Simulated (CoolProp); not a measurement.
Properties of toluene along the isobar 23400 kPa (Tc = 591.7 K, pc = 4126 kPa, ω = 0.266).

Model: reference Helmholtz-energy equation of state, Lemmon 2006, in CoolProp. It is a short technical equation, of lower accuracy than the large ones.

| T (K) | phase | Z | speed of sound (m/s) | expansivity (1/kK) | conductivity (mW/(m K)) |
|---|---|---|---|---|---|
| 353.4 | liquid | 0.8812 | 1215 | 1.012 | 124 |
| 364.7 | liquid | 0.8638 | 1178 | 1.028 | 122 |
| 376 | liquid | 0.8477 | 1141 | 1.044 | 119 |
| 387.3 | liquid | 0.8328 | 1105 | 1.062 | 117 |
| 398.6 | liquid | 0.8191 | 1070 | 1.081 | 114 |
| 409.9 | liquid | 0.8064 | 1036 | 1.102 | 112 |
| 421.2 | liquid | 0.7947 | 1003 | 1.124 | 110 |
| 432.5 | liquid | 0.7839 | 970.0 | 1.148 | 108 |
| 443.8 | liquid | 0.7740 | 938.0 | 1.173 | 106 |
| 455 | liquid | 0.7651 | 907.1 | 1.200 | 104 |
| 466.3 | liquid | 0.7568 | 876.5 | 1.228 | 102 |
| 477.6 | liquid | 0.7494 | 846.7 | 1.258 | 100 |
| 488.9 | liquid | 0.7427 | 817.5 | 1.290 | 98.9 |

Thermal conductivity comes from a separate model (Assael 2012).
